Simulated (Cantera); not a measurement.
## Ignition delay

Mixture: CH3OH : O2 : N2 = 1 : 1.15 : 4.34 (molar parts), equivalence ratio 1.3, at 10.0 bar, adiabatic and at constant volume. Ignition delay is the time to a rise of 400 K.

Computed with Cantera and GRI-Mech 3.0 (53 species, 325 reactions). GRI-Mech 3.0 was tuned for natural gas; its chemistry of methanol as a main component is partial and can be far from experiment.

```csv
T0 (K),delay (ms)
1000,80.2
1075,14.6
1150,3.31
1225,0.902
1300,0.288
1375,0.106
1450,0.0438
1525,0.0202
```

```
Quantity                                                Result
--------------------------------------------------  ----------
apparent activation energy between 1375 and 1525 K  190 kJ/mol
```
